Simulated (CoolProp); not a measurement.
Vapour-liquid equilibrium of propane (1) + R134a (2) at 34.05 °C; x and y are mole fractions of (1).

Values from CoolProp's multi-fluid Helmholtz-energy mixture model, Lemmon 2009 and Tillner-Roth 1994; pair parameters Bell 2016.

```csv
x,bubble pressure (kPa),y at the bubble point,dew pressure at overall composition x (kPa),liquid density (mol/L)
0.05,1009,0.157,906.4,11.34
0.2,1285,0.384,1055,10.95
0.35,___,0.489,___,___
0.5,___,0.561,___,10.43
0.65,___,0.632,1481,___
0.8,1440,0.727,1380,10.50
0.95,1285,0.900,___,10.74
```

Question: What belongs in the gaps?

Answer: 
- 0.35, bubble pressure (kPa): 1415
- 0.35, dew pressure at overall composition x (kPa): 1239
- 0.35, liquid density (mol/L): 10.63
- 0.5, bubble pressure (kPa): 1474
- 0.5, dew pressure at overall composition x (kPa): 1427
- 0.65, bubble pressure (kPa): 1485
- 0.65, liquid density (mol/L): 10.39
- 0.95, dew pressure at overall composition x (kPa): 1237

y crosses x between x = 0.5 and 0.65: the model has an azeotrope there.

The pair parameters rest on a limited set of measurements; away from them the model extrapolates.
